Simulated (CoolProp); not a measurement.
Vapour pressure (bar) of R1132(E): the reference equation beside estimates from Tc = 348.8 K, pc = 51.74 bar, ω = 0.245.

The numbers come from the reference Helmholtz-energy equation of state, Akasaka 2024 in CoolProp.

| T (K) | reference | Lee-Kesler | Redlich-Kwong |
|---|---|---|---|
| 259.5 | ? | 5.223 | 7.410 |
| 265.3 | ? | 6.362 | 8.781 |
| 271.2 | 7.679 | 7.701 | 10.35 |
| 277 | 9.184 | ? | 12.07 |
| 282.8 | 10.90 | 10.92 | ? |
| 288.6 | 12.84 | ? | 16.08 |
| 294.4 | 15.02 | 15.04 | 18.40 |
| 300.2 | 17.47 | 17.48 | 20.93 |

Q: Fill in the missing entries.

A: 
- 259.5, reference: 5.211
- 265.3, reference: 6.345
- 277, Lee-Kesler: 9.208
- 282.8, Redlich-Kwong: 13.98
- 288.6, Lee-Kesler: 12.86

Absolute difference from the reference over all 8 rows, mean and median: Lee-Kesler 0.2 and 0.2 %, Redlich-Kwong 30.3 and 29.8 %.
